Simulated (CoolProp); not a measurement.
A single-stage vapour-compression cycle with the fluid: evaporating at 322.15 K (dew point), condensing at 390.15 K (bubble point), superheat 5 K, subcooling 0 K, compressor efficiency 0.7, no pressure losses. The same conditions are run with several fluids, on thermodynamics alone (safety and materials aside).

Computed with CoolProp (reference Helmholtz-energy equation of state of each fluid (neopentane: Lemmon 2006; R245fa: Akasaka 2015; R1233zd(E): Akasaka 2022; tetrahydrofuran: Fiedler 2023)).

### Question
Rank neopentane, R245fa, R1233zd(E), tetrahydrofuran by cooling COP, highest first.

### Answer
tetrahydrofuran (2.66), R1233zd(E) (2.06), R245fa (1.84), neopentane (1.59)

```tsv
fluid	pressure ratio	discharge temperature (K)	refrigerating effect (kJ/kg)	volumetric capacity (kJ/m³)
neopentane	4.46	390.1	106	1080
R245fa	5.44	393.7	78.7	1420
R1233zd(E)	5.21	397.3	90.9	1360
tetrahydrofuran	7.33	415.7	301	460
```

The compression ends wet for: neopentane.
